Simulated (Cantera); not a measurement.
Input: 1 mol K2SO4, 0.013 mol C, 2.3 mol H2O, held at 1925 K and 1.00 mbar.

Method: chemical equilibrium by Gibbs-energy minimisation in Cantera with the NASA 1993 tables (ideal gas, pure condensed phases). Candidate condensed phases: C, C6H6, C7H8, C8H18, H2O, H2SO4, K, KOH, KO2, K2CO3, K2O, K2O2, K2S, K2SO4, S; 130 gas species. Rates play no part.

Base state: H2O 0.335, K 0.266, SO2 0.164, O2 0.144, KOH 0.0631, OH 0.0131, H2 0.00447, O 0.00442 (mole fractions); condensed: gas only.

Question: What changes in the equilibrium state with this change: temperature from 1925 K to 1100 K?

Answer: 
```
species          before     after
-------------  --------  --------
H2O               0.335     0.980
H2              0.00447   0.00931
CO2             0.00203   0.00555
K                 0.266  0.000243
SO2               0.164   0.00170
O2                0.144     <1e-9
OH               0.0131   3.70e-8
KOH              0.0631   0.00317
O               0.00442     <1e-9
KO             0.000520     <1e-9
H               0.00202   7.89e-8
SO3             1.38e-5     <1e-9
K2SO4(s), mol         0     0.996
```
